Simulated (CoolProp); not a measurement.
Vapour pressure (kPa) of R113: the reference equation beside estimates from Tc = 214.1 °C, pc = 3392 kPa, ω = 0.253. Clausius-Clapeyron is anchored at 38.95 °C with a constant enthalpy of vaporisation of 27.56 kJ/mol.

Computed with CoolProp (reference Helmholtz-energy equation of state, Marx 1992).

```
T (°C)   reference  Clausius-Clapeyron  Redlich-Kwong
------  ----------  ------------------  -------------
34.85        65.10               65.47          117.8
36.85        69.98               70.18          125.4
38.95        75.41               75.41          133.8
41.05        81.17               80.96          142.6
43.15   (withheld)               86.83          151.8
45.15        93.40               92.74          161.0
47.25        100.2               99.29          171.1
49.35        107.4               106.2     (withheld)
51.45        115.0               113.5          192.7
53.55        122.9               121.2          204.2
55.55        131.0               128.9          215.6
57.65        139.8               137.4          228.1
59.75   (withheld)               146.4          241.1
61.85        158.8               155.8          254.6
63.85        168.5               165.3          268.0
```

**Question.** Some entries are withheld; supply them.

**Answer.** 
- 43.15, reference: 87.27
- 49.35, Redlich-Kwong: 181.6
- 59.75, reference: 149.1

Absolute difference from the reference over all 15 rows, mean and median: Clausius-Clapeyron 1.1 and 1.1 %, Redlich-Kwong 69.5 and 69.1 %.
